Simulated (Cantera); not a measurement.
Input: 1 mol AlBr3, 0.22 mol O2, 1.2 mol N2, held at 70.0 mbar.

Cantera equilibrium calculation (NASA polynomials, part measured and part estimated; ideal gas, pure solids and liquids). Candidate condensed phases: Al, AlBr3, AlN, Al2O3, Br2; 21 gas species. Kinetics and transport are ignored.

log p: log10 of the partial pressure in bar; n: condensed amount in mol.

```json
[
 {"T (K)": "673", "log p N2": "-1.42", "log p Br": "-5.65", "log p AlBr3": "-1.86", "log p Br2": "-1.86", "log p AlBr": "<-13", "log p Al2Br6": "-2.38", "log p Al": "<-13", "n Al2O3(s)": "0.147"},
 {"T (K)": "873", "log p N2": "-1.45", "log p Br": "-3.93", "log p AlBr3": "-1.68", "log p Br2": "-1.88", "log p AlBr": "<-13", "log p Al2Br6": "-3.96", "log p Al": "<-13", "n Al2O3(s)": "0.147"},
 {"T (K)": "1073", "log p N2": "-1.45", "log p Br": "-2.85", "log p AlBr3": "-1.68", "log p Br2": "-1.91", "log p AlBr": "<-13", "log p Al2Br6": "-5.13", "log p Al": "<-13", "n Al2O3(s)": "0.147"},
 {"T (K)": "1273", "log p N2": "-1.47", "log p Br": "-2.16", "log p AlBr3": "-1.70", "log p Br2": "-2.04", "log p AlBr": "-11.53", "log p Al2Br6": "-5.94", "log p Al": "<-13", "n Al2O3(s)": "0.147"},
 {"T (K)": "1473", "log p N2": "-1.50", "log p Br": "-1.80", "log p AlBr3": "-1.73", "log p Br2": "-2.43", "log p AlBr": "-8.67", "log p Al2Br6": "-6.55", "log p Al": "<-13", "n Al2O3(s)": "0.147"},
 {"T (K)": "1673", "log p N2": "-1.52", "log p Br": "-1.69", "log p AlBr3": "-1.75", "log p Br2": "-3.04", "log p AlBr": "-6.17", "log p Al2Br6": "-6.99", "log p Al": "(withheld)", "n Al2O3(s)": "0.147"},
 {"T (K)": "1873", "log p N2": "-1.52", "log p Br": "-1.66", "log p AlBr3": "-1.75", "log p Br2": "-3.66", "log p AlBr": "-4.07", "log p Al2Br6": "-7.31", "log p Al": "(withheld)", "n Al2O3(s)": "0.147"},
 {"T (K)": "2073", "log p N2": "-1.55", "log p Br": "-1.59", "log p AlBr3": "-1.86", "log p Br2": "-4.06", "log p AlBr": "-2.57", "log p Al2Br6": "-7.76", "log p Al": "(withheld)", "n Al2O3(s)": "0.147"},
 {"T (K)": "2273", "log p N2": "-1.66", "log p Br": "-1.45", "log p AlBr3": "-2.48", "log p Br2": "-4.24", "log p AlBr": "-2.02", "log p Al2Br6": "-9.18", "log p Al": "(withheld)", "n Al2O3(s)": "0.147"}
]
```

Question: Fill in the missing entries.

Answer: 
- 1673, log p Al: -12.31
- 1873, log p Al: -8.79
- 2073, log p Al: -6.20
- 2273, log p Al: -4.82
